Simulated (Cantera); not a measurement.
Input: 1 mol SiH2Cl2, a varied amount of NH3, equilibrated at 1.33 mbar.

Points: T (K) = 1200, 1250, 1300, 1350, 1400, 1450, 1500, 1550, 1600, 1650; n(NH3) (mol) = 2.8, 4.2, 5.5, 6.9, 8.3, 9.6, 11, 12, 14, 15, 16, 18, 19.

Cantera's Mixture.equilibrate('TP', solver="vcs", rtol=1e-11, max_steps=5000) on the NASA tables stopped like this:

```
ERROR: FAILURE its = 5001!

*******************************************************************************
CanteraError thrown by MultiPhase::equilibrate:
VCS solver failed. Return code: -1
*******************************************************************************
```

Task: What got this run through?

Result: Several could match; the one computed here: The failure is numerical, not chemical. The same input converged with solver="gibbs", rtol=1e-10, max_steps=50000, and the result passed a check of the equilibrium conditions:
```
   1200        2.8  Si3N4(a)
   1200        4.2  Si3N4(a)
   1200        5.5  Si3N4(a)
   1200        6.9  Si3N4(a)
   1200        8.3  Si3N4(a)
   1200        9.6  Si3N4(a)
   1200         11  Si3N4(a)
   1200         12  Si3N4(a)
   1200         14  Si3N4(a)
   1200         15  Si3N4(a)
   1200         16  Si3N4(a)
   1200         18  Si3N4(a)
   1200         19  Si3N4(a)
   1250        2.8  Si3N4(a)
   1250        4.2  Si3N4(a)
   1250        5.5  Si3N4(a)
   1250        6.9  Si3N4(a)
   1250        8.3  Si3N4(a)
   1250        9.6  Si3N4(a)
   1250         11  Si3N4(a)
   1250         12  Si3N4(a)
   1250         14  Si3N4(a)
   1250         15  Si3N4(a)
   1250         16  Si3N4(a)
   1250         18  Si3N4(a)
   1250         19  Si3N4(a)
   1300        2.8  Si3N4(a)
   1300        4.2  Si3N4(a)
   1300        5.5  Si3N4(a)
   1300        6.9  Si3N4(a)
   1300        8.3  Si3N4(a)
   1300        9.6  Si3N4(a)
   1300         11  Si3N4(a)
   1300         12  Si3N4(a)
   1300         14  Si3N4(a)
   1300         15  Si3N4(a)
   1300         16  Si3N4(a)
   1300         18  Si3N4(a)
   1300         19  Si3N4(a)
   1350        2.8  Si3N4(a)
   1350        4.2  Si3N4(a)
   1350        5.5  Si3N4(a)
   1350        6.9  Si3N4(a)
   1350        8.3  Si3N4(a)
   1350        9.6  Si3N4(a)
   1350         11  Si3N4(a)
   1350         12  Si3N4(a)
   1350         14  Si3N4(a)
   1350         15  Si3N4(a)
   1350         16  Si3N4(a)
   1350         18  Si3N4(a)
   1350         19  Si3N4(a)
   1400        2.8  Si3N4(a)
   1400        4.2  Si3N4(a)
   1400        5.5  Si3N4(a)
   1400        6.9  Si3N4(a)
   1400        8.3  Si3N4(a)
   1400        9.6  Si3N4(a)
   1400         11  Si3N4(a)
   1400         12  Si3N4(a)
   1400         14  Si3N4(a)
   1400         15  Si3N4(a)
   1400         16  Si3N4(a)
   1400         18  Si3N4(a)
   1400         19  Si3N4(a)
   1450        2.8  Si3N4(a)
   1450        4.2  Si3N4(a)
   1450        5.5  Si3N4(a)
   1450        6.9  Si3N4(a)
   1450        8.3  Si3N4(a)
   1450        9.6  Si3N4(a)
   1450         11  Si3N4(a)
   1450         12  Si3N4(a)
   1450         14  Si3N4(a)
   1450         15  Si3N4(a)
   1450         16  Si3N4(a)
   1450         18  Si3N4(a)
   1450         19  Si3N4(a)
   1500        2.8  Si3N4(a)
   1500        4.2  Si3N4(a)
   1500        5.5  Si3N4(a)
   1500        6.9  Si3N4(a)
   1500        8.3  Si3N4(a)
   1500        9.6  Si3N4(a)
   1500         11  Si3N4(a)
   1500         12  Si3N4(a)
   1500         14  Si3N4(a)
   1500         15  Si3N4(a)
   1500         16  Si3N4(a)
   1500         18  Si3N4(a)
   1500         19  Si3N4(a)
   1550        2.8  Si3N4(a)
   1550        4.2  Si3N4(a)
   1550        5.5  Si3N4(a)
   1550        6.9  Si3N4(a)
   1550        8.3  Si3N4(a)
   1550        9.6  Si3N4(a)
   1550         11  Si3N4(a)
   1550         12  Si3N4(a)
   1550         14  Si3N4(a)
   1550         15  Si3N4(a)
   1550         16  Si3N4(a)
   1550         18  Si3N4(a)
   1550         19  Si3N4(a)
   1600        2.8  Si(cr)
   1600        4.2  Si(cr)
   1600        5.5  Si(cr)
   1600        6.9  Si(cr)
   1600        8.3  Si(cr)
   1600        9.6  Si(cr) + Si3N4(a)
   1600         11  Si(cr) + Si3N4(a)
   1600         12  Si(cr) + Si3N4(a)
   1600         14  Si(cr) + Si3N4(a)
   1600         15  Si(cr) + Si3N4(a)
   1600         16  Si3N4(a)
   1600         18  Si3N4(a)
   1600         19  Si3N4(a)
   1650        2.8  Si(cr)
   1650        4.2  Si(cr)
   1650        5.5  Si(cr)
   1650        6.9  Si(cr)
   1650        8.3  Si(cr)
   1650        9.6  Si(cr)
   1650         11  Si(cr)
   1650         12  Si(cr)
   1650         14  Si(cr)
   1650         15  Si(cr)
   1650         16  Si(cr)
   1650         18  Si(cr)
   1650         19  Si(cr)
```

The gas is ideal and each condensed phase is pure. Mutual solubility and eutectic melting of coexisting phases are not modelled. The tables' values for SiCl3 are old estimates.
